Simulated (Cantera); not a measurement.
# Equilibrium for silicon nitride deposition: SiH2Cl2 + N2

Charge: 1 mol SiH2Cl2, 37 mol N2, held at 1252 °C.

Method: chemical equilibrium by Gibbs-energy minimisation in Cantera with the NASA 1993 tables (ideal gas, pure condensed phases). Candidate condensed phases: NH4Cl, Si, Si3N4; 28 gas species. The tables' values for SiCl3, SiCl are old estimates; treat these amounts as uncertain. The numbers say what is thermodynamically allowed, not how fast it happens.

At 5.00 Pa the condensed part is Si(s). From 26.0 Pa to 1.00 bar the condensed part is Si3N4(s). The main Si-bearing gas is SiCl2 at 5.00 Pa and SiCl4 at 1.00 bar. The share of Si in condensed phases is highest at 1.00 bar (82.2 %) and lowest at 5.00 Pa (20.2 %).

```
P (Pa)   x N2   x HCl  x SiCl2     x H2   x SiCl4   x SiCl3       x H  n Si(s)  n Si3N4(s)
------  -----  ------  -------  -------  --------  --------  --------  -------  ----------
5       0.948  0.0110   0.0199   0.0199   8.14e-8   2.34e-5  0.000472    0.202           0
26      0.948  0.0148   0.0182   0.0182   7.65e-7   6.84e-5  0.000198        0      0.0966
140     0.948  0.0214   0.0148   0.0151   8.39e-6  0.000204   7.77e-5        0       0.140
710     0.948  0.0280   0.0110   0.0119   6.91e-5  0.000505   3.06e-5        0       0.185
3700    0.949  0.0336  0.00682  0.00915  0.000419  0.000980   1.18e-5        0       0.228
19000   0.950  0.0365  0.00317  0.00779   0.00138   0.00121   4.79e-6        0       0.259
100000  0.951  0.0368  0.00108  0.00768   0.00255  0.000961   2.07e-6        0       0.274
```
x: gas mole fraction; n: condensed amount in mol.
